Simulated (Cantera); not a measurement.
A closed system holds: 1 mol SiH4, 0.012 mol C2H4, 1.2 mol H2, at 0.100 bar.

These are equilibrium values from Cantera (NASA tables, ideal gas, pure condensed phases), not measurements of a reactor. Candidate condensed phases: C, C6H6, C7H8, C8H18, Si, SiC; 87 gas species. Mutual solubility and eutectic melting of coexisting phases are not modelled. Gases not in the tables: Si2H6 and higher silanes. Kinetics and transport are ignored.

Problem. Which condensed phases are stable at each of these points (T (K)): 1423, 1473, 1523, 1573, 1623, 1673, 1723, 1773, 1823?

Solution. 
```
T (K)  condensed phases  Si condensed (%)
-----  ----------------  ----------------
1423     Si(s) + SiC(s)             100.0
1473     Si(s) + SiC(s)             100.0
1523     Si(s) + SiC(s)             100.0
1573     Si(s) + SiC(s)             100.0
1623     Si(s) + SiC(s)             100.0
1673     Si(s) + SiC(s)             100.0
1723     Si(l) + SiC(s)             100.0
1773     Si(l) + SiC(s)             100.0
1823     Si(l) + SiC(s)             100.0
```

From 1423 K to 1673 K the condensed part is Si(s) + SiC(s). From 1723 K to 1823 K the condensed part is Si(l) + SiC(s).
